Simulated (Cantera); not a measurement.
A diamond (100) surface in a fixed gas of H2 with x(CH4) = 0.0029, x(H) = 0.023, x(CH3) = 0.001, at 1075 K; coverages are run to steady state.

Detailed kinetics in Cantera: the Harris–Goodwin 1993 mechanism for the reconstructed diamond (100) surface.

θ: site fractions in the mechanism's names (c6HH fully hydrogenated, c6H* and c6*H radical sites, c6** diradical, c6HM methylated).

```tsv
P (Pa)	growth (µm/h)	θ c6HH	θ c6H*	θ c6*H	θ c6**	θ c6HM
510	___	0.522	0.0250	0.419	0.0156	0.0118
970	___	0.521	0.0249	0.418	0.0155	0.0139
1800	___	0.520	0.0249	0.417	0.0155	0.0152
3500	___	0.519	0.0249	0.417	0.0155	0.0161
6700	___	0.519	0.0251	0.416	0.0155	0.0166
13000	___	0.519	0.0254	0.416	0.0155	0.0169
24000	___	0.518	0.0259	0.415	0.0156	0.0171
46000	___	0.518	0.0269	0.414	0.0158	0.0173
```

### Question
Fill in the missing entries.

### Answer

- 510, growth (µm/h): 2.52
- 970, growth (µm/h): 5.58
- 1800, growth (µm/h): 11.3
- 3500, growth (µm/h): 23.2
- 6700, growth (µm/h): 45.8
- 13000, growth (µm/h): 90.4
- 24000, growth (µm/h): 169
- 46000, growth (µm/h): 327
